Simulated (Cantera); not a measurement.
Charge: 1 mol SiH2Cl2, a varied amount of O2, 1.7 mol N2, at 1325 K and 465 Torr.

Equilibrium computed with Cantera from the NASA thermochemical tables; the gas is ideal and each condensed phase is pure. Candidate condensed phases: H2O, NH4Cl, Si, SiO2, Si2N2O, Si3N4; 47 gas species. N2 is the only nitrogen source here; it is nearly inert below about 1500 K, so the nitride shown seldom forms there in practice. Mutual solubility and eutectic melting of coexisting phases are not modelled. The tables hold silica as quartz up to 1696 K and as liquid above; real silica turns to tridymite and cristobalite and melts near 1996 K. Gases not in the tables: Si(OH)4. The numbers say what is thermodynamically allowed, not how fast it happens.

Which condensed phases are stable at each of these points (n(O2) (mol)): 0.26, 0.35, 0.47, 0.63, 0.85, 1.1, 1.5, 2, 2.7, 3.7, 4.9, 6.6?


| n(O2) (mol) | condensed phases | Si condensed (%) |
|---|---|---|
| 0.26 | SiO2(β-quartz) + Si2N2O(s) | 91.2 |
| 0.35 | SiO2(β-quartz) + Si2N2O(s) | 91.3 |
| 0.47 | SiO2(β-quartz) + Si2N2O(s) | 91.4 |
| 0.63 | SiO2(β-quartz) + Si2N2O(s) | 91.5 |
| 0.85 | SiO2(β-quartz) + Si2N2O(s) | 91.7 |
| 1.1 | SiO2(β-quartz) | 100.0 |
| 1.5 | SiO2(β-quartz) | 100.0 |
| 2 | SiO2(β-quartz) | 100.0 |
| 2.7 | SiO2(β-quartz) | 100.0 |
| 3.7 | SiO2(β-quartz) | 100.0 |
| 4.9 | SiO2(β-quartz) | 100.0 |
| 6.6 | SiO2(β-quartz) | 100.0 |

From 0.26 mol O2 to 0.85 mol O2 the condensed part is SiO2(β-quartz) + Si2N2O(s). From 1.1 mol O2 to 6.6 mol O2 the condensed part is SiO2(β-quartz).
